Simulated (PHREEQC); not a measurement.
A solution holds 0.0002 mol Ca(HCO3)2, 0.0027 mol CO2 and 7.2e-07 mol H4SiO4 per kg of water, at 20 °C. Closed to the air; pH follows from the charge balance.

The numbers come from PHREEQC with the ion-association model, phreeqc.dat.

Precipitation was switched off in this run.

Task: Estimate the pH, ionic strength.

Result: pH 5.54; ionic strength 0.000601 mol/kgw.

Task: In which forms is C present?

Result: CO2 87 %, HCO3- 13 % of the C.

Species that the database lacks are ignored.
